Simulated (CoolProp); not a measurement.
Vapour-liquid equilibrium of ethane (1) + hydrogen chloride (2) at -107.65 °C; x and y are mole fractions of (1).

Model: multi-fluid Helmholtz-energy mixture model, Bücker 2006 and Thol 2018; pair parameters Bell 2016, in CoolProp.

```tsv
x	bubble pressure (kPa)	y at the bubble point	dew pressure at overall composition x (kPa)	liquid density (mol/L)
0.05	?	?	24.08	32.72
0.15	41.47	0.499	26.66	30.41
0.25	43.94	?	29.82	?
0.35	44.45	0.552	33.76	26.57
0.45	44.51	0.554	38.70	?
0.55	44.54	0.558	44.35	23.57
0.65	44.43	0.572	42.33	22.31
0.75	43.71	0.605	38.98	21.19
0.85	41.48	0.676	?	20.18
0.95	36.21	0.837	32.99	19.28
```

Question: Fill in the missing entries.

Answer: 
- 0.05, bubble pressure (kPa): 32.77
- 0.05, y at the bubble point: 0.327
- 0.25, y at the bubble point: 0.541
- 0.25, liquid density (mol/L): 28.37
- 0.45, liquid density (mol/L): 24.98
- 0.85, dew pressure at overall composition x (kPa): 35.81

y crosses x between x = 0.55 and 0.65: the model has an azeotrope there.

Pair parameters are fitted to limited data, so mixtures are less certain than the pure fluids. With so large a gap from Raoult's law the liquid may split in two, which this calculation doesn't test in full.
